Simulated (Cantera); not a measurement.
A perfectly stirred reactor is fed with 16.0 % H2, 84.0 % O2, at 0.0133 bar; it is held at 1075 K, and followed from long to short residence time.

Computed with Cantera and the H2/O2 subset of GRI-Mech 3.0, which has no nitrogen chemistry. Radical loss at walls, strong at low pressure, is not modelled. The temperature is held fixed by assumption; the heat of reaction is taken as removed at once.

x: mole fraction; the columns are a selection and need not sum to one.

```tsv
τ (s)	x H2	x O2	x OH	x H2O	x O	x HO2
2.3	0.000439	0.825	0.000811	0.172	0.00112	4.67e-6
0.68	…	0.824	…	0.171	…	…
0.20	0.00192	0.820	0.00190	0.169	0.00528	8.80e-6
0.057	0.00399	0.813	0.00295	0.163	0.0110	1.05e-5
0.017	0.00797	0.801	0.00435	0.151	0.0203	1.13e-5
0.0048	0.0163	0.785	0.00602	0.128	0.0305	1.09e-5
0.0014	…	0.780	…	…	0.0314	…
0.00040	0.0813	0.799	0.00680	0.0581	0.0201	7.84e-6
```

**Question.** What belongs in the gaps?

**Answer.** 
- 0.68, x H2: 0.000924
- 0.68, x OH: 0.00124
- 0.68, x O: 0.00247
- 0.68, x HO2: 6.71e-6
- 0.0014, x H2: 0.0349
- 0.0014, x OH: 0.00737
- 0.0014, x H2O: 0.0995
- 0.0014, x HO2: 9.84e-6
